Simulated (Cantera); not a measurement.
Input: 1 mol Fe2O3, 0.12 mol O2, 27 mol N2, at 1327 °C and 1.00 bar.

Equilibrium computed with Cantera from the NASA thermochemical tables; the gas is ideal and each condensed phase is pure. Candidate condensed phases: Fe, FeO, Fe2O3, Fe3O4; 11 gas species. Kinetics and transport are ignored.

What is the equilibrium state?


```json
{
  "x(N2)": "0.989",
  "x(O2)": "0.0103",
  "x(NO)": "0.000479",
  "x(O)": "1.47e-6",
  "n(Fe3O4(s))": "0.667 mol",
  "gas_amount": "27.29 mol",
  "log10 activity of Fe(γ) (absent)": "-5.32"
}
```
